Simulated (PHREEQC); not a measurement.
# Leach liquor: speciation

Consider water at 87 °C with 0.0032 mol HCl, 6.8e-05 mol FeSO4 and 0.26 mol Na2SO4 per kg of water. Closed to the air; pH follows from the charge balance.

Model: Pitzer model, pitzer.dat, run in PHREEQC.

Each row changes one thing in this solution. This is a speciation only: nothing precipitates in the calculation.

| case | pH | HSO4- (mol/kgw) | SI of Thenardite (Na2SO4) | SI of Mirabilite (Na2SO4:10H2O) |
|---|---|---|---|---|
| as made | 3.99 | 0.00297 | -2.04 | -2.99 |
| FeSO4 from 6.8e-05 to 0.00068 mol/kgw | 3.98 | 0.00296 | -2.04 | -2.99 |
| Na2SO4 from 0.26 to 0.286 mol/kgw | 4.01 | 0.00297 | -1.96 | -2.91 |
| Na2SO4 from 0.26 to 0.39 mol/kgw | 4.07 | 0.00298 | -1.69 | -2.66 |
| FeSO4 left out | 3.99 | 0.00297 | -2.04 | -2.99 |
| diluted 10-fold with water | 4.43 | 0.000268 | -4.24 | -5.15 |
| temperature from 87 to 70 °C | 3.79 | 0.00284 | -2.10 | -2.74 |
| temperature from 87 to 35 °C | 3.41 | 0.00242 | -2.23 | -1.78 |

Complexes and solids missing from the database can't appear. At this temperature some constants are extrapolated from 25 °C, and those without enthalpy data are left unchanged.
